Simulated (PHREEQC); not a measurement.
1 kg of water holding 0.038 mol NaCl and 0.2 mol K2SO4 is evaporated at 40 °C; the solids stay in contact with the brine. No CO2 enters from the air. Only these solids could form: Arcanite, Glaserite, Halite, Mirabilite, Misenite, Sylvite, Thenardite.

All values are PHREEQC results (Pitzer model, pitzer.dat), not measurements.

```
water left (kg)  ionic strength  water activity  Arcanite (mol)
---------------  --------------  --------------  --------------
1                         0.638           0.991               0
0.5552                     1.15           0.984               0
0.3082                     2.07           0.973               0
0.1711               (withheld)           0.965          0.0623
0.09502                    2.88      (withheld)           0.121
0.05275                    3.32      (withheld)           0.154
0.0293                     3.83           0.928      (withheld)
0.01627                    4.06           0.902           0.156
0.00903                    5.12           0.845           0.151
0.005012                   6.50           0.784           0.143
```

### Question
Some entries are withheld; supply them.

### Answer

- 0.1711, ionic strength: 2.64
- 0.09502, water activity: 0.959
- 0.05275, water activity: 0.947
- 0.0293, Arcanite (mol): 0.166

Species that the database lacks are ignored. Away from 25 °C the constants follow the database's enthalpies or fits; those with neither stay at their 25 °C values.
